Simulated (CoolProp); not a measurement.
Vapour-liquid equilibrium of toluene (1) + p-xylene (2) at 317.4 K; x and y are mole fractions of (1).

Values from CoolProp's multi-fluid Helmholtz-energy mixture model, Lemmon 2006 and Zhou 2012; pair parameters Bell 2016.

| x | bubble pressure, mixture model (MPa) | bubble pressure, Raoult's law (MPa) | y, mixture model | y, Raoult's law |
|---|---|---|---|---|
| 0.05 | 0.003607 | 0.003602 | 0.134 | 0.133 |
| 0.125 | 0.004090 | 0.004073 | 0.296 | 0.294 |
| 0.2 | 0.004574 | 0.004544 | 0.424 | 0.421 |
| 0.275 | 0.005059 | 0.005014 | 0.528 | 0.525 |
| 0.35 | 0.005541 | 0.005485 | 0.613 | 0.610 |
| 0.425 | 0.006019 | 0.005956 | 0.685 | 0.683 |
| 0.5 | 0.006494 | 0.006427 | 0.745 | 0.744 |
| 0.575 | 0.006963 | 0.006898 | 0.797 | 0.797 |
| 0.65 | 0.007429 | 0.007368 | 0.843 | 0.844 |
| 0.725 | 0.007890 | 0.007839 | 0.883 | 0.885 |
| 0.8 | 0.008348 | 0.008310 | 0.919 | 0.921 |
| 0.875 | 0.008804 | 0.008781 | 0.951 | 0.953 |
| 0.95 | 0.009260 | 0.009251 | 0.981 | 0.982 |

The largest gap from Raoult's law is +1.1 % in bubble pressure, at x = 0.425. No azeotrope shows between x = 0.05 and 0.95.

Pair parameters are fitted to limited data, so mixtures are less certain than the pure fluids.
